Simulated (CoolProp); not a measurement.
Cyclopentane along the isotherm 276.85 °C: fugacity coefficient from the reference equation and from simpler models built on Tc = 238.6 °C, pc = 4.583 MPa, ω = 0.202; each cubic takes its own stable root.

The numbers come from the reference Helmholtz-energy equation of state, Gedanitz 2015 in CoolProp.

```
p (MPa)          phase  reference  van der Waals  Redlich-Kwong
-------  -------------  ---------  -------------  -------------
2.08               gas          ?         0.8881         0.8779
4.17               gas     0.7600         0.7756              ?
6.25     supercritical     0.6460         0.6544         0.6445
8.33     supercritical     0.5433         0.5525              ?
10.4     supercritical     0.4720         0.4894         0.4764
12.5     supercritical     0.4231         0.4478         0.4302
14.6     supercritical          ?         0.4197         0.3976
16.7     supercritical     0.3635         0.4004         0.3738
18.7     supercritical     0.3455         0.3877         0.3568
20.8     supercritical     0.3312         0.3787         0.3433
22.9     supercritical     0.3204         0.3731         0.3330
```

Problem. Complete the blanks.

Solution. 
- 2.08, reference: 0.8772
- 4.17, Redlich-Kwong: 0.7604
- 8.33, Redlich-Kwong: 0.5436
- 14.6, reference: 0.3886
